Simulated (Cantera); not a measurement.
Charge: 1 mol SiH2Cl2, 22 mol NH3, 1 mol H2, equilibrated at 1700 °C and 533 Torr.

Method: chemical equilibrium by Gibbs-energy minimisation in Cantera with the NASA 1993 tables (ideal gas, pure condensed phases). Candidate condensed phases: NH4Cl, Si, Si3N4; 28 gas species. The tables' values for SiCl, SiCl3 are old estimates; treat these amounts as uncertain. Gases not in the tables: Si2H6 and higher silanes. Rates play no part.

Base state: H2 0.734, N2 0.225, HCl 0.0359, SiCl2 0.00348, H 0.00137, SiH2 5.37e-5, Cl 5.01e-5, SiCl 4.28e-5 (mole fractions); condensed: Si3N4(s).

Problem. What changes in the equilibrium state with this change: SiH2Cl2 replaced by Si2Cl6?

Solution. 
```
species         before     after
-------------  -------  --------
H2               0.734     0.675
N2               0.225     0.218
HCl             0.0359    0.0833
SiCl2          0.00348    0.0208
SiCl4          3.32e-7   1.16e-5
SiCl3          3.10e-5  0.000449
Si3N4(s), mol    0.276     0.326
```
The feed counts by its element totals alone. The tables' values for SiCl3, SiCl are old estimates; treat these amounts as uncertain.
